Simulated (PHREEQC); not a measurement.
Synthetic water in mg/L, 25 °C, pH 6.41, pe 10.8:

| constituent | mg/L |
|---|---|
| Na | 177 |
| K | 20.6 |
| Ca | 52.9 |
| Mg | 50.7 |
| Cl | 345 |
| S(6) as SO4 | 197 |
| Alkalinity as HCO3 | 89.9 |
| Sr | 15.3 |
| N(5) as NO3 | 0.274 |

Valence states are taken as typed.

Computed with PHREEQC (ion-association model, wateq4f.dat).

Precipitation was switched off in this run.

### Question
What ionic strength does the model give?

### Answer
ionic strength 0.0193 mol/kgw.

### Question
In which forms is Mg present?

### Answer
Mg+2 87 %, MgSO4 12 %, MgHCO3+ 0.9 % of the Mg.
